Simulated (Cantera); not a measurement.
Standard-state values (1 bar) from the NASA 1993 polynomials, evaluated with Cantera. Values are per mole of reaction as written; species without (g) are pure solids or liquids, kept so even where they would boil at 1 bar.

a) 1.2 Ti + O2(g) = 0.4 Ti3O5
b) 1.333 Ti + O2(g) = 0.6667 Ti2O3
c) 2 Si + O2(g) = 2 SiO(g)
d) Nb + O2(g) = NbO2(g)
e) Nb + O2(g) = NbO2
f) 1.143 Ti + O2(g) = 0.2857 Ti4O7
g) 1.333 B + O2(g) = 0.6667 B2O3(g)

Task: Order these by ΔG° at 1400 K, most negative first.

Result: b (-759 kJ), a (-737 kJ), f (-725 kJ), e (-547 kJ), g (-522 kJ), c (-439 kJ), d (-236 kJ)
